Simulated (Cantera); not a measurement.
Feed: 1 mol Si, 1.9 mol HBr, 45 mol N2, held at 1598.15 K.

Equilibrium computed with Cantera from the NASA thermochemical tables; the gas is ideal and each condensed phase is pure. Candidate condensed phases: Br2, Si, Si3N4; 28 gas species. The tables' values for SiBr, SiN are old estimates; treat these amounts as uncertain. Kinetics and transport are ignored.

Question: At 5.20 Pa, list the 7 most abundant gas species with their mole fractions, and the condensed phases.

Answer: N2 0.946, Br 0.0231, H2 0.0166, HBr 0.00569, SiBr2 0.00520, Si 0.00180, H 0.000954. Condensed: Si(s).
